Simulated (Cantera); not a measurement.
Input: 1 mol CH3SiH3, 0.26 mol C3H8, 8 mol H2, equilibrated at 36.0 Torr.

Method: chemical equilibrium by Gibbs-energy minimisation in Cantera with the NASA 1993 tables (ideal gas, pure condensed phases). Candidate condensed phases: C, C6H6, C7H8, C8H18, Si, SiC; 87 gas species. The feed counts by its element totals alone. The numbers say what is thermodynamically allowed, not how fast it happens. All values below are at 1725 °C.

Base state: H2 0.992, H 0.00729, C2H2 (acetylene) 0.000752, Si 4.82e-5, CH4 2.02e-5 (mole fractions); condensed: C(graphite) + SiC(s).

**Question.** What changes in the equilibrium state with this change: pressure from 36.0 Torr to 2.40 Torr?

**Answer.** 
| species | before | after |
|---|---|---|
| H2 | 0.992 | 0.971 |
| H | 0.00729 | 0.0279 |
| C2H2 (acetylene) | 0.000752 | 0.000736 |
| Si | 4.82e-5 | 0.000723 |
| CH4 | 2.02e-5 | 1.29e-6 |
| Si2C | 1.31e-6 | 1.97e-5 |
| C(graphite), mol | 0.762 | 0.771 |
| SiC(s), mol | 0.999 | 0.990 |
